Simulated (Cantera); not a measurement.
A closed system holds: 1 mol MgO, 11 mol F2, 6.4 mol O2, equilibrated at 823 K and 0.000140 bar.

These are equilibrium values from Cantera (NASA tables, ideal gas, pure condensed phases), not measurements of a reactor. Candidate condensed phases: Mg, MgF2, MgO; 14 gas species. The numbers say what is thermodynamically allowed, not how fast it happens.

Base state: F 0.466, O2 0.313, F2 0.221 (mole fractions); condensed: MgF2(s).

Question: What changes in the equilibrium state with this change: pressure from 0.000140 bar to 0.00133 bar?

Answer: 
```tsv
species	before	after
F2	0.221	0.425
O2	0.313	0.366
F	0.466	0.209
MgF2(s), mol	1.00	1.00
```

Question: What changes in the equilibrium state with this change: 0.13 mol H2 added?

Answer: 
| species | before | after |
|---|---|---|
| F | 0.466 | 0.460 |
| O2 | 0.313 | 0.312 |
| F2 | 0.221 | 0.216 |
| HF | 0 | 0.0118 |
| MgF2(s), mol | 1.00 | 1.00 |
Further candidate phases: H2O, Mg(OH)2.
